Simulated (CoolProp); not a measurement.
Vapour-liquid equilibrium of acetone (1) + water (2) at 1.88 MPa; x and y are mole fractions of (1).

Computed with CoolProp (multi-fluid Helmholtz-energy mixture model, Lemmon 2006 and Wagner 2002; pair parameters Bell 2016).

Give the bubble temperature and the first vapour's composition at x = 0.05, 0.5, 0.65. Is there an azeotrope?

x = 0.05: 476.2 K, y = 0.148; x = 0.5: 454.0 K, y = 0.618; x = 0.65: 451.7 K, y = 0.706. y crosses x between x = 0.8 and 0.95: the model has an azeotrope there.

The pair parameters rest on a limited set of measurements; away from them the model extrapolates.
